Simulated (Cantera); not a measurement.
Feed: 1 mol (CH₃)₂SiCl₂, 0.0042 mol C₃H₈, 9.8 mol H₂, equilibrated at 2025 K and 290 Pa.

Equilibrium computed with Cantera from the NASA thermochemical tables; the gas is ideal and each condensed phase is pure. Candidate condensed phases: C, C₆H₆, C₇H₈, C₈H₁₈, Si, SiC; 109 gas species. The feed counts by its element totals alone. The tables' values for SiCl are old estimates; treat these amounts as uncertain. Equilibrium is a limit: real reactors are often held back by kinetics, nucleation or transport.

Base state: H₂ 0.826, HCl 0.132, H 0.0325, Cl 0.00385, SiCl₂ 0.00294, Si 0.00121, C₂H₂ (acetylene) 0.000748, SiCl 0.000249 (mole fractions); condensed: C(graphite) + SiC(s).

Task: What changes in the equilibrium state with this change: H₂ from 9.8 to 540 mol?

Result: 
```csv
species,before,after
H₂,0.826,0.959
H,0.0325,0.0350
HCl,0.132,0.00350
Cl,0.00385,9.49e-5
Si,0.00121,0.00121
SiCl₂,0.00294,1.79e-6
SiCl,0.000249,6.13e-6
"C(graphite), mol",1.05,0.737
"SiC(s), mol",0.935,0.228
```

Task: What changes in the equilibrium state with this change: (CH₃)₂SiCl₂ replaced by SiH₂Cl₂?

Result: 
```tsv
species	before	after
H₂	0.826	0.812
HCl	0.132	0.0995
H	0.0325	0.0322
SiCl₂	0.00294	0.0284
Si	0.00121	0.0201
Si₃	1.01e-8	4.68e-5
C₂H₂ (acetylene)	0.000748	2.65e-6
C(graphite), mol	1.05	0
SiC(s), mol	0.935	0.00493
Si(l), mol	0	0.328
```
Mutual solubility and eutectic melting of coexisting phases are not modelled. The tables' values for SiCl, SiCl₃ are old estimates; treat these amounts as uncertain. Gases not in the tables: Si₂H₆ and higher silanes.

Task: What changes in the equilibrium state with this change: temperature from 2025 K to 1798 K?

Result: 
| species | before | after |
|---|---|---|
| H₂ | 0.826 | 0.851 |
| HCl | 0.132 | 0.140 |
| H | 0.0325 | 0.00603 |
| SiCl₂ | 0.00294 | 0.00171 |
| SiC₂ | 5.60e-5 | 3.66e-7 |
| Si₂C | 3.67e-5 | 2.67e-7 |
| C(graphite), mol | 1.05 | 1.03 |
| SiC(s), mol | 0.935 | 0.976 |
